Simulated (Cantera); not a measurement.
Cantera run:

```python
import numpy as np
import cantera as ct

gas_names = [...]  # 113 gases of nasa_gas.yaml made of C, Cu, H, O
cond_names = """
    C(gr) C6H6(L) C7H8(L) C8H18(L),n-octa Cu(cr) Cu(L) CuO(s) CuO2H2(s) Cu2O(s) Cu2O(L) H2O(s) H2O(L)
""".split()


# ... load() reads the species with a 1 bar reference pressure and builds the phases ...
atoms = {
    'Cu2O': {'Cu': 2, 'O': 1},
    'CO': {'C': 1, 'O': 1},
    'H2': {'H': 2},
}
top_T = {'C(gr)': 4500, 'CuO(s)': 1390}  # K; cautious upper limits of use, not melting points


# ... equilibrate(T, P, feed) seeds the gas with the atoms and calls Mixture.equilibrate('TP', solver="vcs", rtol=1e-11, max_steps=5000) ...
results = []
T = 2598  # K
P = 940  # Pa
for m in [0.22, 0.45, 0.68, 0.91, 1.1, 1.4, 1.6]:
    feed = {'Cu2O': 1, 'CO': 1.2, 'H2': m}  # mol
    mix = equilibrate(T, P, feed)
    results.append((T, P, feed, dict(zip(mix.species_names, mix.species_moles))))
    x = sorted(zip(gas.X, gas.species_names), reverse=True)
    print(f"T = {T:g} K  P = {P:g} Pa  n(H2) = {m:g} mol  gas = {mix.phase_moles(0):.4g} mol")
    print("   x: " + "  ".join(f"{s} {v:.3e}" for v, s in x if v > 0.001))
    print("   condensed (mol): " + ("  ".join(f"{mix.phase(i).name} {mix.phase_moles(i):.4g}"
          for i in range(1, mix.n_phases) if mix.phase_moles(i) > 1e-12) or "none"))
```

It prints:

```
T = 2598 K  P = 940 Pa  n(H2) = 0.22 mol  gas = 3.899 mol
   x: Cu 5.119e-01  CO 2.301e-01  CO2 7.770e-02  O 5.032e-02  O2 4.474e-02  H 3.715e-02  H2O 1.954e-02  OH 1.873e-02  H2 8.949e-03
   condensed (mol): none
T = 2598 K  P = 940 Pa  n(H2) = 0.45 mol  gas = 4.137 mol
   x: Cu 4.825e-01  CO 2.253e-01  CO2 6.478e-02  H 5.970e-02  H2O 4.298e-02  O 4.285e-02  O2 3.244e-02  OH 2.563e-02  H2 2.312e-02
   condensed (mol): none
T = 2598 K  P = 940 Pa  n(H2) = 0.68 mol  gas = 4.374 mol
   x: Cu 4.565e-01  CO 2.205e-01  H 7.814e-02  H2O 6.254e-02  CO2 5.387e-02  H2 3.959e-02  O 3.641e-02  OH 2.850e-02  O2 2.342e-02
   condensed (mol): none
T = 2598 K  P = 940 Pa  n(H2) = 0.91 mol  gas = 4.616 mol
   x: Cu 4.327e-01  CO 2.153e-01  H 9.439e-02  H2O 7.756e-02  H2 5.777e-02  CO2 4.470e-02  O 3.094e-02  OH 2.925e-02  O2 1.691e-02
   condensed (mol): none
T = 2598 K  P = 940 Pa  n(H2) = 1.1 mol  gas = 4.82 mol
   x: Cu 4.145e-01  CO 2.106e-01  H 1.066e-01  H2O 8.674e-02  H2 7.370e-02  CO2 3.834e-02  OH 2.897e-02  O 2.713e-02  O2 1.300e-02
   condensed (mol): none
T = 2598 K  P = 940 Pa  n(H2) = 1.4 mol  gas = 5.15 mol
   x: Cu 3.880e-01  CO 2.027e-01  H 1.240e-01  H2 9.974e-02  H2O 9.629e-02  CO2 3.027e-02  OH 2.764e-02  O 2.225e-02  O2 8.746e-03
   condensed (mol): none
T = 2598 K  P = 940 Pa  n(H2) = 1.6 mol  gas = 5.374 mol
   x: Cu 3.718e-01  CO 1.972e-01  H 1.344e-01  H2 1.172e-01  H2O 1.000e-01  OH 2.648e-02  CO2 2.603e-02  O 1.967e-02  O2 6.832e-03
   condensed (mol): none
```

Cantera equilibrium calculation (NASA polynomials, part measured and part estimated; ideal gas, pure solids and liquids).
